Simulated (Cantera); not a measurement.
**Equilibrium for fluorocarbon and chlorocarbon gases: c-C4F8 + CH4**

Input: 1 mol c-C4F8, a varied amount of CH4, at 2123 K and 0.0645 Torr.

Equilibrium computed with Cantera from the NASA thermochemical tables; the gas is ideal and each condensed phase is pure. Candidate condensed phases: C, C6H6, C7H8, C8H18; 95 gas species. The feed counts by its element totals alone. Gases not in the tables: C2F6 and larger saturated fluorocarbons. Rates play no part.

From 0.069 mol CH4 to 0.99 mol CH4 the condensed part is C(graphite). The main C-bearing gas is CF2 throughout. The share of C in condensed phases is highest at 0.99 mol CH4 (93.0 %) and lowest at 0.069 mol CH4 (74.3 %).

```csv
n(CH4) (mol),log p F,log p HF,log p CF2,log p CF,log p CF4,n C(graphite)
0.069,-4.16,-5.47,-4.92,-6.24,-6.76,3.02
0.087,-4.16,-5.37,-4.92,-6.25,-6.77,3.06
0.11,-4.17,-5.27,-4.93,-6.25,-6.80,3.10
0.13,-4.17,-5.20,-4.94,-6.26,-6.81,3.14
0.17,-4.18,-5.08,-4.96,-6.27,-6.85,3.21
0.21,-4.19,-4.99,-4.98,-6.27,-6.89,3.29
0.26,-4.20,-4.90,-5.00,-6.29,-6.94,3.38
0.33,-4.22,-4.80,-5.04,-6.30,-7.00,3.51
0.41,-4.24,-4.71,-5.08,-6.32,-7.09,3.66
0.51,-4.27,-4.62,-5.13,-6.35,-7.19,3.84
0.64,-4.30,-4.53,-5.21,-6.39,-7.34,4.06
0.8,-4.35,-4.44,-5.31,-6.44,-7.55,4.33
0.99,-4.42,-4.35,-5.45,-6.51,-7.82,4.64
```
log p: log10 of the partial pressure in bar; n: condensed amount in mol.
